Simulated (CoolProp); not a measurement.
The numbers come from the reference Helmholtz-energy equation of state, Thol 2019 in CoolProp.

Question: For n-hexane, give the phase and the cp (kJ/(kg K)), Prandtl number at 139.05 °C and 1.01 bar; 201.65 °C and 1.01 bar; 326.85 °C and 1.01 bar.

Answer: 
- 139.05 °C and 1.01 bar: gas; cp 2.20, Prandtl number 0.764
- 201.65 °C and 1.01 bar: gas; cp 2.45, Prandtl number 0.754
- 326.85 °C and 1.01 bar: gas; cp 2.89, Prandtl number 0.737

Viscosity comes from a separate model (Michailidou 2013). Thermal conductivity comes from a separate model (Assael 2013).
